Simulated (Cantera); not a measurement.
Input: 1 mol SiO₂, 280 mol H₂, 15 mol N₂, at 140000 Pa.

Method: chemical equilibrium by Gibbs-energy minimisation in Cantera with the NASA 1993 tables (ideal gas, pure condensed phases). Candidate condensed phases: H₂O, Si, SiO₂, Si₂N₂O, Si₃N₄; 35 gas species. N₂ is the only nitrogen source here; it is nearly inert below about 1500 K, so the nitride shown seldom forms there in practice. Mutual solubility and eutectic melting of coexisting phases are not modelled. The tables hold silica as quartz up to 1696 K and as liquid above; real silica turns to tridymite and cristobalite and melts near 1996 K. The numbers say what is thermodynamically allowed, not how fast it happens.

Problem. Which condensed phases are stable at each of these points (T (K)): 1150, 1250, 1350, 1450, 1550, 1650, 1750, 1850, 1950, 2050?

Solution. 
```
T (K)            condensed phases  Si condensed (%)
-----  --------------------------  ----------------
1150   SiO₂(β-quartz) + Si₂N₂O(s)             100.0
1250   SiO₂(β-quartz) + Si₂N₂O(s)             100.0
1350   SiO₂(β-quartz) + Si₂N₂O(s)             100.0
1450   SiO₂(β-quartz) + Si₂N₂O(s)             100.0
1550   SiO₂(β-quartz) + Si₂N₂O(s)              99.6
1650   SiO₂(β-quartz) + Si₂N₂O(s)              95.7
1750              SiO₂(condensed)              78.2
1850              SiO₂(condensed)              42.2
1950                     gas only               0.0
2050                     gas only               0.0
```

From 1150 K to 1650 K the condensed part is SiO₂(β-quartz) + Si₂N₂O(s). From 1750 K to 1850 K the condensed part is SiO₂(condensed). From 1950 K to 2050 K nothing is condensed.
